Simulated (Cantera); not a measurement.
Charge: 1 mol Si, a varied amount of O2, 48 mol N2, held at 973.15 K and 1 atm.

These are equilibrium values from Cantera (NASA tables, ideal gas, pure condensed phases), not measurements of a reactor. Candidate condensed phases: Si, SiO2, Si2N2O, Si3N4; 16 gas species. N2 is the only nitrogen source here; it is nearly inert below about 1500 K, so the nitride shown seldom forms there in practice. The numbers say what is thermodynamically allowed, not how fast it happens.

Which condensed phases are stable at each of these points (n(O2) (mol)): 0.063, 0.08, 0.1, 0.13, 0.17, 0.21, 0.27, 0.34, 0.44, 0.56, 0.71, 0.91, 1.2?


| n(O2) (mol) | condensed phases | Si condensed (%) |
|---|---|---|
| 0.063 | Si2N2O(s) + Si3N4(s) | 100.0 |
| 0.08 | Si2N2O(s) + Si3N4(s) | 100.0 |
| 0.1 | Si2N2O(s) + Si3N4(s) | 100.0 |
| 0.13 | Si2N2O(s) + Si3N4(s) | 100.0 |
| 0.17 | Si2N2O(s) + Si3N4(s) | 100.0 |
| 0.21 | Si2N2O(s) + Si3N4(s) | 100.0 |
| 0.27 | SiO2(β-quartz) + Si2N2O(s) | 100.0 |
| 0.34 | SiO2(β-quartz) + Si2N2O(s) | 100.0 |
| 0.44 | SiO2(β-quartz) + Si2N2O(s) | 100.0 |
| 0.56 | SiO2(β-quartz) + Si2N2O(s) | 100.0 |
| 0.71 | SiO2(β-quartz) + Si2N2O(s) | 100.0 |
| 0.91 | SiO2(β-quartz) + Si2N2O(s) | 100.0 |
| 1.2 | SiO2(β-quartz) | 100.0 |

From 0.063 mol O2 to 0.21 mol O2 the condensed part is Si2N2O(s) + Si3N4(s). From 0.27 mol O2 to 0.91 mol O2 the condensed part is SiO2(β-quartz) + Si2N2O(s). At 1.2 mol O2 the condensed part is SiO2(β-quartz).
